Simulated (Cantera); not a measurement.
Feed: 1 mol C6H6, 0.015 mol NH3, 1.3 mol H2, equilibrated at 0.00260 bar.

Method: chemical equilibrium by Gibbs-energy minimisation in Cantera with the NASA 1993 tables (ideal gas, pure condensed phases). Candidate condensed phases: C, C6H6, C7H8, C8H18; 92 gas species. Equilibrium is a limit: real reactors are often held back by kinetics, nucleation or transport.

x: gas mole fraction; n: condensed amount in mol.

```json
[
 {"T (°C)": "775", "x H2": "0.998", "x H": "1.51e-7", "x C3": "<1e-12", "x C2H2 (acetylene)": "3.93e-9", "n C(graphite)": "6.00"},
 {"T (°C)": "925", "x H2": "0.998", "x H": "3.72e-6", "x C3": "<1e-12", "x C2H2 (acetylene)": "9.87e-8", "n C(graphite)": "6.00"},
 {"T (°C)": "1075", "x H2": "0.998", "x H": "4.53e-5", "x C3": "<1e-12", "x C2H2 (acetylene)": "1.20e-6", "n C(graphite)": "6.00"},
 {"T (°C)": "1225", "x H2": "0.998", "x H": "0.000337", "x C3": "<1e-12", "x C2H2 (acetylene)": "8.79e-6", "n C(graphite)": "6.00"},
 {"T (°C)": "1375", "x H2": "0.996", "x H": "(withheld)", "x C3": "<1e-12", "x C2H2 (acetylene)": "(withheld)", "n C(graphite)": "6.00"},
 {"T (°C)": "1525", "x H2": "0.991", "x H": "0.00687", "x C3": "4.14e-11", "x C2H2 (acetylene)": "0.000171", "n C(graphite)": "6.00"},
 {"T (°C)": "1675", "x H2": "0.976", "x H": "0.0219", "x C3": "2.86e-9", "x C2H2 (acetylene)": "0.000526", "n C(graphite)": "5.99"},
 {"T (°C)": "1825", "x H2": "0.938", "x H": "0.0585", "x C3": "1.06e-7", "x C2H2 (acetylene)": "0.00134", "n C(graphite)": "5.98"},
 {"T (°C)": "1975", "x H2": "(withheld)", "x H": "(withheld)", "x C3": "(withheld)", "x C2H2 (acetylene)": "(withheld)", "n C(graphite)": "5.97"},
 {"T (°C)": "2125", "x H2": "0.729", "x H": "0.264", "x C3": "3.65e-5", "x C2H2 (acetylene)": "0.00503", "n C(graphite)": "5.94"},
 {"T (°C)": "2275", "x H2": "0.543", "x H": "0.447", "x C3": "0.000398", "x C2H2 (acetylene)": "0.00716", "n C(graphite)": "5.90"},
 {"T (°C)": "2425", "x H2": "0.340", "x H": "0.644", "x C3": "0.00330", "x C2H2 (acetylene)": "0.00795", "n C(graphite)": "5.79"},
 {"T (°C)": "2575", "x H2": "0.172", "x H": "0.786", "x C3": "0.0217", "x C2H2 (acetylene)": "0.00673", "n C(graphite)": "5.26"}
]
```

### Question
What belongs in the gaps?

### Answer

- 1375, x H: 0.00174
- 1375, x C2H2 (acetylene): 4.46e-5
- 1975, x H2: 0.861
- 1975, x H: 0.134
- 1975, x C3: 2.40e-6
- 1975, x C2H2 (acetylene): 0.00285
